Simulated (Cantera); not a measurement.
Silicon oxide and oxynitride deposition: TEOS + H2O + H2 + O2

Input: 1 mol TEOS, 8.1 mol H2O, 0.25 mol H2, 8.3 mol O2, equilibrated at 1.33 mbar.

These are equilibrium values from Cantera (NASA tables, ideal gas, pure condensed phases), not measurements of a reactor. Candidate condensed phases: C, C6H6, C7H8, C8H18, H2O, Si, SiC, SiO2; 123 gas species. The feed counts by its element totals alone. The tables hold silica as quartz up to 1696 K and as liquid above; real silica turns to tridymite and cristobalite and melts near 1996 K. Kinetics and transport are ignored.

At 798 K the condensed part is SiO2(α-quartz). From 848 K to 1248 K the condensed part is SiO2(β-quartz).

| T (K) | log p H2O | log p CO2 | log p H2 | log p CO | log p H | log p OH | n SiO2(α-quartz) | n SiO2(β-quartz) |
|---|---|---|---|---|---|---|---|---|
| 798 | -3.23 | -3.45 | -3.47 | -4.32 | -13.31 | <-14 | 1.00 | 0 |
| 848 | -3.22 | -3.46 | -3.49 | -4.22 | -12.46 | <-14 | 0 | 1.00 |
| 898 | -3.21 | -3.48 | -3.50 | -4.14 | -11.71 | -14.46 | 0 | 1.00 |
| 948 | -3.20 | -3.50 | -3.52 | -4.07 | -11.04 | -13.56 | 0 | 1.00 |
| 998 | -3.20 | -3.51 | -3.54 | -4.01 | -10.44 | -12.76 | 0 | 1.00 |
| 1048 | -3.19 | -3.53 | -3.55 | -3.97 | -9.89 | -12.02 | 0 | 1.00 |
| 1098 | -3.18 | -3.54 | -3.57 | -3.93 | -9.39 | -11.36 | 0 | 1.00 |
| 1148 | -3.17 | -3.56 | -3.59 | -3.90 | -8.94 | -10.75 | 0 | 1.00 |
| 1198 | -3.17 | -3.57 | -3.60 | -3.87 | -8.52 | -10.19 | 0 | 1.00 |
| 1248 | -3.16 | -3.58 | -3.61 | -3.84 | -8.14 | -9.68 | 0 | 1.00 |
log p: log10 of the partial pressure in bar; n: condensed amount in mol.
